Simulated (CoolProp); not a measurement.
The fluid at 465.06 K and 0.191 MPa flows at 0.49 m/s in a round tube of 2 mm bore and 0.25 µm roughness, fully developed (64/Re and Nu = 3.66 if laminar; Colebrook and Gnielinski if turbulent). The same conditions are run with several fluids, on thermodynamics alone (safety and materials aside).

Values from CoolProp's reference Helmholtz-energy equation of state of each fluid (ammonia: Gao 2020; R124: de Vries 1995; R141b: Lemmon 2006; R143a: Lemmon and Jacobsen 2000; toluene: Lemmon 2006).

```
fluid    Reynolds number  Darcy friction factor  pressure drop (Pa/m)  heat-transfer coefficient (W/(m² K))  mass flow (kg/h)
-------  ---------------  ---------------------  --------------------  ------------------------------------  ----------------
ammonia             50.1                   1.28                  64.7                                  86.8           0.00468
R124                 335                  0.191                  78.2                                  51.7            0.0378
R141b                397                  0.161                  56.8                                  46.3            0.0325
R143a                241                  0.265                  66.5                                  61.4            0.0232
toluene              436                  0.147                  41.8                                  47.3            0.0262
```

Transport values come from each fluid's own correlations; those of R124, R141b, R143a are estimates that may be off by 10 % or more.
